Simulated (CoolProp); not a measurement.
Vapour pressure (bar) of sulfur dioxide: the reference equation beside estimates from Tc = 430.6 K, pc = 78.87 bar, ω = 0.256.

The numbers come from the reference Helmholtz-energy equation of state, Gao 2016 in CoolProp.

| T (K) | reference | van der Waals | Soave-Redlich-Kwong |
|---|---|---|---|
| 253 | … | … | 0.6237 |
| 260.6 | 0.9035 | 7.196 | 0.8949 |
| 268.1 | 1.259 | 8.450 | 1.249 |
| 275.6 | 1.717 | … | 1.706 |
| 283.1 | 2.298 | 11.39 | 2.288 |
| 290.7 | … | 13.10 | 3.025 |
| 298.2 | 3.928 | 14.96 | 3.923 |
| 305.7 | 5.012 | … | 5.014 |
| 313.2 | 6.312 | 19.16 | 6.325 |
| 320.8 | 7.876 | 21.56 | 7.905 |
| 328.3 | 9.691 | 24.10 | 9.742 |
| 335.8 | 11.80 | 26.83 | 11.88 |
| 343.4 | … | 29.78 | 14.39 |
| 350.9 | 17.08 | 32.90 | 17.24 |

Fill in the missing entries.


- 253, reference: 0.6306
- 253, van der Waals: 6.060
- 275.6, van der Waals: 9.845
- 290.7, reference: 3.034
- 305.7, van der Waals: 16.97
- 343.4, reference: 14.28

Absolute difference from the reference over all 14 rows, mean and median: van der Waals 336.0 and 259.7 %, Soave-Redlich-Kwong 0.6 and 0.6 %.
